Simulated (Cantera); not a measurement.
Cantera run, input and output.

```python
import numpy as np
import cantera as ct

gas = ct.Solution("gri30.yaml")
gas.TPX = 2000, 2666, {'NO': 1, 'N2': 0.84}
reactor = ct.IdealGasConstPressureReactor(gas, energy="off", clone=False)
net = ct.ReactorNet([reactor])
net.rtol, net.atol = 1e-08, 1e-18
show = ['NO', 'N2O', 'NO2', 'O2', 'N2', 'O']
times = np.geomspace(4e-05, 2, 15)

steps = ct.SolutionArray(gas, extra=["t"])
rows = []
print(f"{'t/s':>10s}{'T/K':>9s}{'P/Pa':>11s}" + "".join(f"{s:>11s}" for s in show))
for t in times:
    while net.time < t:
        t_next = net.step()
        steps.append(gas.state, t=t_next)
    rows.append([np.interp(t, steps.t, y) for y in (steps.T, steps.P, *steps(*show).X.T)])
    print(f"{t:10.3e}{rows[-1][0]:9.1f}{rows[-1][1]:11.4g}" + "".join(f"{x:11.3e}" for x in rows[-1][2:]))
rate = np.gradient(steps.T, steps.t)
print("integrator steps:", len(steps.t))
if steps.T.max() > steps.T[0] + 200:
    print(f"time of steepest temperature rise: {steps.t[rate.argmax()]:.4e} s")
gas.TPX = 2000, 2666, {'NO': 1, 'N2': 0.84}
gas.equilibrate("TP")
print(f"equilibrium (TP): T = {gas.T:.1f} K  " + "  ".join(f"{s} {gas[s].X[0]:.3e}" for s in show))
```

Output:

```
       t/s      T/K       P/Pa         NO        N2O        NO2         O2         N2          O
 4.000e-05   2000.0       2666  5.435e-01  3.654e-07  2.391e-10  1.606e-10  4.565e-01  3.661e-07
 8.664e-05   2000.0       2666  5.435e-01  7.902e-07  1.118e-09  7.560e-10  4.565e-01  7.936e-07
 1.876e-04   2000.0       2666  5.435e-01  1.706e-06  5.186e-09  3.556e-09  4.565e-01  1.722e-06
 4.064e-04   2000.0       2666  5.435e-01  3.668e-06  2.362e-08  1.669e-08  4.565e-01  3.743e-06
 8.803e-04   2000.0       2666  5.435e-01  7.822e-06  1.046e-07  7.888e-08  4.565e-01  8.176e-06
 1.907e-03   2000.0       2666  5.434e-01  1.638e-05  4.371e-07  3.785e-07  4.565e-01  1.805e-05
 4.130e-03   2000.0       2666  5.434e-01  3.301e-05  1.630e-06  1.872e-06  4.565e-01  4.070e-05
 8.944e-03   2000.0       2666  5.433e-01  6.133e-05  5.058e-06  9.940e-06  4.565e-01  9.460e-05
 1.937e-02   2000.0       2666  5.430e-01  9.670e-05  1.198e-05  5.714e-05  4.566e-01  2.159e-04
 4.196e-02   2000.0       2666  5.422e-01  1.160e-04  1.965e-05  3.041e-04  4.569e-01  4.005e-04
 9.088e-02   2000.0       2666  5.404e-01  1.130e-04  2.376e-05  1.161e-03  4.578e-01  5.118e-04
 1.968e-01   2000.0       2666  5.362e-01  1.092e-04  2.693e-05  3.237e-03  4.599e-01  5.549e-04
 4.263e-01   2000.0       2666  5.267e-01  1.028e-04  3.273e-05  7.915e-03  4.646e-01  6.261e-04
 9.234e-01   2000.0       2666  5.051e-01  9.038e-05  4.282e-05  1.865e-02  4.754e-01  7.609e-04
 2.000e+00   2000.0       2666  4.552e-01  6.816e-05  5.675e-05  4.344e-02  5.003e-01  9.975e-04
integrator steps: 516
equilibrium (TP): T = 2000.0 K  NO 8.295e-03  N2O 7.297e-08  NO2 2.626e-06  O2 2.662e-01  N2 7.233e-01  O 2.127e-03
```

Detailed kinetics in Cantera: GRI-Mech 3.0 (53 species, 325 reactions). Radical loss at walls, strong at low pressure, is not modelled.
